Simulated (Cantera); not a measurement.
Pyrogenic steam for wet oxidation

A perfectly stirred reactor is fed with 8.90 % H2, 10.7 % O2, 80.4 % N2, equivalence ratio 0.41, at 69000 Pa; it is held at 1325 K, and followed from long to short residence time.

Computed with Cantera and GRI-Mech 3.0 (53 species, 325 reactions). The temperature is held fixed by assumption; the heat of reaction is taken as removed at once.

```
τ (s)       x H2    x O2    x NO2       x H      x OH     x NO
------  --------  ------  -------  --------  --------  -------
5.1      1.55e-5  0.0656  1.47e-8   4.33e-7   9.85e-5  1.45e-6
2.3      2.63e-5  0.0656  1.43e-8   9.63e-7  0.000128  1.40e-6
1.1      4.30e-5  0.0656  1.20e-8   2.02e-6  0.000163  1.25e-6
0.50     7.26e-5  0.0656  8.83e-9   4.46e-6  0.000212  1.04e-6
0.23    0.000121  0.0656  5.93e-9   9.74e-6  0.000274  8.41e-7
0.11    0.000197  0.0656  3.93e-9   2.04e-5  0.000351  7.06e-7
0.049   0.000333  0.0656  2.60e-9   4.59e-5  0.000460  6.40e-7
0.023   0.000540  0.0656  1.95e-9   9.75e-5  0.000595  6.76e-7
0.011   0.000859  0.0656  1.64e-9  0.000202  0.000767  8.27e-7
0.0049   0.00141  0.0657  1.50e-9  0.000447   0.00102  1.17e-6
0.0022   0.00229  0.0658  1.44e-9  0.000967   0.00134  1.73e-6
```
x: mole fraction; the columns are a selection and need not sum to one.
